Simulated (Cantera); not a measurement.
A closed system holds: 1 mol SiCl4, 0.88 mol N2, 6.2 mol H2, held at 0.133 bar.

Cantera equilibrium calculation (NASA polynomials, part measured and part estimated; ideal gas, pure solids and liquids). Candidate condensed phases: NH4Cl, Si, Si3N4; 28 gas species. N2 is the only nitrogen source here; it is nearly inert below about 1500 K, so the nitride shown seldom forms there in practice. The tables' values for SiCl3 are old estimates; treat these amounts as uncertain. Equilibrium is a limit: real reactors are often held back by kinetics, nucleation or transport. All values below are at 1325 K.

Base state: H2 0.561, HCl 0.361, N2 0.0465, SiCl4 0.0248, SiCl3 0.00289, SiHCl3 0.00197, SiCl2 0.00183, SiH2Cl2 2.24e-5 (mole fractions); condensed: Si3N4(s).

Task: What changes in the equilibrium state with this change: N2 from 0.88 to 42 mol?

Result: 
```tsv
species	before	after
N2	0.0465	0.835
H2	0.561	0.0857
HCl	0.361	0.0789
SiCl4	0.0248	0.000352
SiH2Cl2	2.24e-5	1.56e-7
SiHCl3	0.00197	1.96e-5
SiCl3	0.00289	7.34e-5
Si3N4(s), mol	0.246	0.325
```
